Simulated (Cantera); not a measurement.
Input: 1 mol MgCl2, 0.036 mol O2, 0.22 mol H2, at 2148.15 K and 750 Torr.

Method: chemical equilibrium by Gibbs-energy minimisation in Cantera with the NASA 1993 tables (ideal gas, pure condensed phases). Candidate condensed phases: H2O, Mg, MgCl2, MgO, Mg(OH)2; 22 gas species. The tables' values for MgH are old estimates; treat these amounts as uncertain. The numbers say what is thermodynamically allowed, not how fast it happens.

Base state: MgCl2 0.749, HCl 0.123, H2 0.114, MgCl 0.00469, Mg 0.00411, H2O 0.00301, H 0.00141, Cl 0.00111 (mole fractions); condensed: MgO(s).

Q: What changes in the equilibrium state with this change: temperature from 2148.15 K to 1398.15 K?

A: 
```json
[
 {"species": "H2", "before": "0.114", "after": "0.451"},
 {"species": "HCl", "before": "0.123", "after": "0.430"},
 {"species": "MgCl2", "before": "0.749", "after": "0.115"},
 {"species": "Mg", "before": "0.00411", "after": "6.63e-9"},
 {"species": "MgH", "before": "2.34e-5", "after": "<1e-9"},
 {"species": "MgO(s), mol", "before": "0.0683", "after": "0.0707"},
 {"species": "MgCl2(l), mol", "before": "0", "after": "0.892"}
]
```
Mutual solubility and eutectic melting of coexisting phases are not modelled.
